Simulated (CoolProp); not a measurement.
A simple Rankine cycle with R123: condensing at 300.15 K, boiler at 0.664 MPa, turbine inlet 380.8 K, turbine efficiency 0.75, pump efficiency 0.6, no recuperator. Each further row changes one setting.

Model: reference Helmholtz-energy equation of state, Younglove 1994, in CoolProp. It is a modified Benedict-Webb-Rubin equation, recast in Helmholtz form.

```tsv
case	thermal efficiency (%)	net work (kJ/kg)	heat in (kJ/kg)	turbine exit temperature (K)	volume ratio over the turbine
as stated	11.2	24.8	221	335.8	6.67
turbine inlet 400.8 K	11.2	26.6	[?]	356.1	6.57
condensing temperature 292.15 K	[?]	28.6	[?]	[?]	[?]
boiler pressure 0.465 MPa	9.4	21.0	224	345.5	4.59
turbine efficiency 0.65	9.7	21.4	221	340.4	[?]
```

Question: What belongs in the gaps?

Answer: 
- turbine inlet 400.8 K, heat in (kJ/kg): 238
- condensing temperature 292.15 K, thermal efficiency (%): 12.5
- condensing temperature 292.15 K, heat in (kJ/kg): 229
- condensing temperature 292.15 K, turbine exit temperature (K): 329.9
- condensing temperature 292.15 K, volume ratio over the turbine: 8.92
- turbine efficiency 0.65, volume ratio over the turbine: 6.77
